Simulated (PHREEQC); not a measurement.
Make-up at 20 °C: 0.097 mol NiSO4, 0.0023 mol NaCl and 0.0016 mol Fe2(SO4)3 per kg of water. Closed to the air; pH follows from the charge balance.

Computed with PHREEQC (ion-association model, wateq4f.dat).

**Question.** The ionic strength comes out as 0.219 mol/kgw. What activity coefficients do NaSO4-, Cl-, Ni(SO4)2-2, Na+, FeHSO4+2 get?

**Answer.** NaSO4- 0.74, Cl- 0.71, Ni(SO4)2-2 0.31, Na+ 0.74, FeHSO4+2 0.31.

Precipitation was switched off in this run. Saturation is exceeded, for instance for Jarosite-Na, Fe(OH)3(a); the values hold only as long as no solid forms. Complexes and solids missing from the database can't appear.
